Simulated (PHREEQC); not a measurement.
Consider water at 9.7 °C with 0.0054 mol Pb(NO3)2 per kg of water. Closed to the air; pH follows from the charge balance.

Computed with PHREEQC (ion-association model, phreeqc.dat).

### Question
The ionic strength comes out as 0.0153 mol/kgw. What activity coefficients do Pb2OH+3, PbNO3+, PbOH+, Pb+2, NO3- get?

### Answer
Pb2OH+3 0.34, PbNO3+ 0.89, PbOH+ 0.89, Pb+2 0.62, NO3- 0.88.

Precipitation was switched off in this run. Constants without temperature data keep their 25 °C values here.
